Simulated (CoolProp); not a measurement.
Properties of cis-2-butene along the isobar 0.101 MPa.

The numbers come from the reference Helmholtz-energy equation of state, Lemmon 2005 in CoolProp. It is a short technical equation, of lower accuracy than the large ones.

```json
[
 {"T (°C)": "112.65", "phase": "gas", "density (kg/m³)": "1.789", "cv (kJ/(kg K))": "?", "Joule-Thomson coefficient (K/MPa)": "13.11", "isothermal compressibility (1/MPa)": "10.03"},
 {"T (°C)": "132.55", "phase": "gas", "density (kg/m³)": "1.698", "cv (kJ/(kg K))": "1.712", "Joule-Thomson coefficient (K/MPa)": "?", "isothermal compressibility (1/MPa)": "10.01"},
 {"T (°C)": "152.35", "phase": "gas", "density (kg/m³)": "1.616", "cv (kJ/(kg K))": "1.787", "Joule-Thomson coefficient (K/MPa)": "?", "isothermal compressibility (1/MPa)": "9.992"},
 {"T (°C)": "172.25", "phase": "gas", "density (kg/m³)": "1.542", "cv (kJ/(kg K))": "1.861", "Joule-Thomson coefficient (K/MPa)": "?", "isothermal compressibility (1/MPa)": "9.979"},
 {"T (°C)": "192.15", "phase": "gas", "density (kg/m³)": "1.475", "cv (kJ/(kg K))": "1.934", "Joule-Thomson coefficient (K/MPa)": "7.266", "isothermal compressibility (1/MPa)": "9.968"},
 {"T (°C)": "212.05", "phase": "gas", "density (kg/m³)": "1.413", "cv (kJ/(kg K))": "2.005", "Joule-Thomson coefficient (K/MPa)": "?", "isothermal compressibility (1/MPa)": "9.959"},
 {"T (°C)": "231.95", "phase": "gas", "density (kg/m³)": "1.356", "cv (kJ/(kg K))": "2.075", "Joule-Thomson coefficient (K/MPa)": "?", "isothermal compressibility (1/MPa)": "9.952"},
 {"T (°C)": "251.85", "phase": "gas", "density (kg/m³)": "1.304", "cv (kJ/(kg K))": "2.144", "Joule-Thomson coefficient (K/MPa)": "?", "isothermal compressibility (1/MPa)": "9.946"}
]
```

What belongs in the gaps?


- 112.65, cv (kJ/(kg K)): 1.636
- 132.55, Joule-Thomson coefficient (K/MPa): 11.11
- 152.35, Joule-Thomson coefficient (K/MPa): 9.544
- 172.25, Joule-Thomson coefficient (K/MPa): 8.287
- 212.05, Joule-Thomson coefficient (K/MPa): 6.427
- 231.95, Joule-Thomson coefficient (K/MPa): 5.729
- 251.85, Joule-Thomson coefficient (K/MPa): 5.141
